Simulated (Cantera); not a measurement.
Mixture: C₃H₈ : O₂ : N₂ = 1 : 7.04 : 26.5 (molar parts), at 9.87 atm, adiabatic and at constant volume. Ignition delay is the time to a rise of 400 K.

Detailed kinetics in Cantera: GRI-Mech 3.0 (53 species, 325 reactions). GRI-Mech 3.0 was tuned for natural gas; its chemistry of propane as a main component is partial and can be far from experiment.

Question: Predict: delay at 1300 K; delay at 1400 K; delay at 1500 K; delay at 1600 K; delay at 1700 K; delay at 1800 K; delay at 1900 K; apparent activation energy between 1700 and 1900 K.

Answer: 
```
Item                                                     Value
--------------------------------------------------  ----------
delay at 1300 K                                       0.273 ms
delay at 1400 K                                        61.4 µs
delay at 1500 K                                        18.2 µs
delay at 1600 K                                        6.98 µs
delay at 1700 K                                        3.33 µs
delay at 1800 K                                        1.88 µs
delay at 1900 K                                        1.20 µs
apparent activation energy between 1700 and 1900 K  140 kJ/mol
```
